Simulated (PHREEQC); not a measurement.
Acid rinse or clean (model solution)

Make-up at 76 °C: 33 mmol/kgw HCl, 0.6 mmol/kgw CuSO4 and 0.069 mmol/kgw KCl. Closed to the air; pH follows from the charge balance.

Computed with PHREEQC (ion-association model, phreeqc.dat).

Precipitation was switched off in this run.

Q: Estimate the pH, specific conductance.

A: pH 1.55; specific conductance 29200 µS/cm.

Q: In which forms is Cu present?

A: Cu+2 72 %, CuCl+ 27 %, CuCl2 0.5 % of the Cu.

Away from 25 °C the constants follow the database's enthalpies or fits; those with neither stay at their 25 °C values.
